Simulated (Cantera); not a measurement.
CH3SiCl3 + H2 (silicon carbide growth)

Feed: 1 mol CH3SiCl3, 2.6 mol H2, at 1000 Pa.

Method: chemical equilibrium by Gibbs-energy minimisation in Cantera with the NASA 1993 tables (ideal gas, pure condensed phases). Candidate condensed phases: C, C6H6, C7H8, C8H18, Si, SiC; 109 gas species. The feed counts by its element totals alone. The tables' values for SiCl, SiCl3 are old estimates; treat these amounts as uncertain. Gases not in the tables: Si2H6 and higher silanes. The numbers say what is thermodynamically allowed, not how fast it happens.

```
T (K)   x H2  x HCl  x SiCl2      x H     x Cl      x Si    x SiCl  x C2H2 (acetylene)  n C(graphite)  n SiC(s)
-----  -----  -----  -------  -------  -------  --------  --------  ------------------  -------------  --------
1850   0.500  0.456   0.0362  0.00381  0.00264   1.94e-5   8.12e-5            0.000131          0.208     0.791
1900   0.502  0.447   0.0399  0.00563  0.00378   4.68e-5  0.000146            0.000192          0.229     0.769
1950   0.504  0.437   0.0437  0.00814  0.00529  0.000108  0.000253            0.000276          0.249     0.747
2000   0.506  0.426   0.0472   0.0116  0.00726  0.000239  0.000426            0.000389          0.270     0.725
2050   0.506  0.415   0.0506   0.0161  0.00980  0.000507  0.000696            0.000537          0.291     0.702
2100   0.505  0.403   0.0536   0.0221   0.0130   0.00104   0.00111            0.000730          0.313     0.678
2150   0.502  0.389   0.0562   0.0299   0.0169   0.00206   0.00172            0.000973          0.336     0.650
2200   0.497  0.374   0.0583   0.0397   0.0217   0.00396   0.00260             0.00127          0.364     0.615
2250   0.489  0.357   0.0597   0.0519   0.0275   0.00738   0.00383             0.00164          0.400     0.567
```
x: gas mole fraction; n: condensed amount in mol.

From 1850 K to 2250 K the condensed part is C(graphite) + SiC(s). The main Si-bearing gas is SiCl2 throughout. The share of Si in condensed phases is highest at 1850 K (79.1 %) and lowest at 2250 K (56.7 %).
